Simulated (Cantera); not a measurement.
Charge: 1 mol V₂O₅, 1900 mol H₂, at 1.30 mbar.

Equilibrium computed with Cantera from the NASA thermochemical tables; the gas is ideal and each condensed phase is pure. Candidate condensed phases: H₂O, V, VO, V₂O₃, V₂O₄, V₂O₅; 12 gas species. Equilibrium is a limit: real reactors are often held back by kinetics, nucleation or transport.

Q: At 1973 K, list the 4 most abundant gas species with their mole fractions, and the condensed phases.

A: H₂ 0.961, H 0.0367, H₂O 0.00145, VO 0.000639. Condensed: gas only.
